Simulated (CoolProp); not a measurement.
A simple Rankine cycle with water: condensing at 304.15 K, boiler at 2.67 MPa, turbine inlet 502.7 K, turbine efficiency 0.7, pump efficiency 0.8, no recuperator. Each further row changes one setting.

Values from CoolProp's reference Helmholtz-energy equation of state, Wagner 2002.

```tsv
case	thermal efficiency (%)	net work (kJ/kg)	heat in (kJ/kg)	turbine exit temperature (K)	volume ratio over the turbine
as stated	23.9	639	2680	304.1	346
turbine inlet 522.7 K	24.0	656	2740	304.1	331
condensing temperature 296.15 K	24.8	672	2710	296.2	536
boiler pressure 1.87 MPa	22.8	621	2720	304.1	238
turbine efficiency 0.6	20.4	547	2680	304.1	362
```

The expansion ends wet for: as stated; turbine inlet 522.7 K; condensing temperature 296.15 K; boiler pressure 1.87 MPa; turbine efficiency 0.6.
